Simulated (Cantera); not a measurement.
Input: 1 mol SiHCl₃, a varied amount of N₂, 0.2 mol NH₃, equilibrated at 2123.15 K and 8.70 Pa.

These are equilibrium values from Cantera (NASA tables, ideal gas, pure condensed phases), not measurements of a reactor. Candidate condensed phases: NH₄Cl, Si, Si₃N₄; 28 gas species. The tables' values for SiCl, SiN are old estimates; treat these amounts as uncertain. The numbers say what is thermodynamically allowed, not how fast it happens.

Problem. At 11 mol N₂, list the 5 most abundant gas species with their mole fractions, and the condensed phases.

Solution. N₂ 0.717, Cl 0.125, Si 0.0504, HCl 0.0444, H 0.0387. Condensed: gas only.
